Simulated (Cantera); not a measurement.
A closed system holds: 1 mol Si, 0.81 mol F₂, equilibrated at 1330 Pa.

These are equilibrium values from Cantera (NASA tables, ideal gas, pure condensed phases), not measurements of a reactor. Candidate condensed phases: Si; 9 gas species. The tables' values for SiF₃ are old estimates; treat these amounts as uncertain. Kinetics and transport are ignored. All values below are at 923 K.

Base state: SiF₄ 0.999, SiF₃ 0.000534 (mole fractions); condensed: Si(s).

**Question.** What changes in the equilibrium state with this change: F₂ from 0.81 to 4.4 mol?

**Answer.** 
```
species       before  after
----------  --------  -----
F₂             <1e-9  0.485
F              <1e-9  0.259
SiF₄           0.999  0.256
SiF₃        0.000534  <1e-9
Si(s), mol     0.595      0
```
